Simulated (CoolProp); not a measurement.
Values from CoolProp's reference Helmholtz-energy equation of state, Span 2003. It is a short technical equation, of lower accuracy than the large ones.

Q: For n-heptane, give the phase and the cp (kJ/(kg K)), expansivity (1/kK), Prandtl number, fugacity coefficient at 331.6 K and 0.101 MPa.

A: 
- 331.6 K and 0.101 MPa: liquid; cp 2.38, expansivity 1.35, Prandtl number 5.91, fugacity coefficient 0.257

Viscosity comes from a separate model (Michailidou 2014). Thermal conductivity comes from a separate model (Assael 2013).
